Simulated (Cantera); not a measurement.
Input (Python, Cantera):

```python
import numpy as np
import cantera as ct

surf = ct.Interface("ptcombust.yaml", "Pt_surf")
gas = surf.adjacent["gas"]
gas.TPX = 825, 87000, {'CO': 0.0027, 'O2': 0.062, 'N2': 0.79, 'H2O': 0.053}
surf.TP = 825, 87000
reactor = ct.FlowReactor(gas, clone=False)
reactor.area = 0.0001  # m2
reactor.surface_area_to_volume_ratio = 1800  # 1/m
reactor.mass_flow_rate = 0.17 * reactor.area * gas.density  # inlet velocity 0.17 m/s
reactor.energy_enabled = False
wall = ct.ReactorSurface(surf, reactor, clone=False)
net = ct.ReactorNet([reactor])
net.rtol, net.atol = 1e-8, 1e-16
show, cover = ['CO', 'O2', 'H2O', 'CO2'], ['PT(S)', 'H(S)', 'O(S)', 'OH(S)', 'CO(S)', 'C(S)']

rows = []
print(f"{'z/m':>9s}{'u/(m/s)':>9s}" + "".join(f"{s:>13s}" for s in show + cover))
for z in [8.1e-05, 0.00016, 0.0003, 0.00058, 0.0011, 0.0022, 0.0042, 0.0081]:
    net.advance(z)
    rows.append([reactor.speed, *gas[show].X, *surf[cover].coverages])
    print(f"{z:9.4g}{rows[-1][0]:9.3g}" + "".join(f"{x:13.4e}" for x in rows[-1][1:]))
```

It prints:

```
      z/m  u/(m/s)           CO           O2          H2O          CO2        PT(S)         H(S)         O(S)        OH(S)        CO(S)         C(S)
  8.1e-05     0.17   6.8641e-04   6.7237e-02   5.8456e-02   2.2915e-03   6.4401e-02   3.7534e-08   9.3020e-01   5.1782e-03   2.0562e-04   8.1581e-17
  0.00016     0.17   2.3859e-04   6.7028e-02   5.8469e-02   2.7400e-03   6.1283e-02   3.4782e-08   9.3358e-01   5.0610e-03   6.4497e-05   2.4262e-17
   0.0003     0.17   4.1272e-05   6.6936e-02   5.8475e-02   2.9376e-03   6.0064e-02   3.3727e-08   9.3490e-01   5.0142e-03   1.0703e-05   3.9406e-18
  0.00058     0.17   1.3239e-06   6.6917e-02   5.8476e-02   2.9777e-03   5.9827e-02   3.3524e-08   9.3516e-01   5.0051e-03   3.4054e-07   1.2485e-19
   0.0011     0.17   2.2587e-09   6.6917e-02   5.8476e-02   2.9790e-03   5.9819e-02   3.3517e-08   9.3517e-01   5.0048e-03   5.8084e-10   2.1292e-22
   0.0022     0.17   3.2908e-15   6.6917e-02   5.8476e-02   2.9790e-03   5.9819e-02   3.3517e-08   9.3517e-01   5.0048e-03   8.4625e-16   3.1021e-28
   0.0042     0.17   4.0833e-18   6.6917e-02   5.8476e-02   2.9790e-03   5.9819e-02   3.3517e-08   9.3517e-01   5.0048e-03  -5.0331e-19  -1.8450e-31
   0.0081     0.17  -4.6240e-16   6.6917e-02   5.8476e-02   2.9790e-03   5.9819e-02   3.3517e-08   9.3517e-01   5.0048e-03   2.2154e-18   8.1210e-31
```

Model: Deutschmann's 1995 Pt surface mechanism with GRI-Mech 3.0 gas chemistry, integrated in Cantera. Catalytic surfaces can have several steady states; this one follows from the mechanism file's or the stated starting coverage. Mass transfer to the wall is taken as infinitely fast.
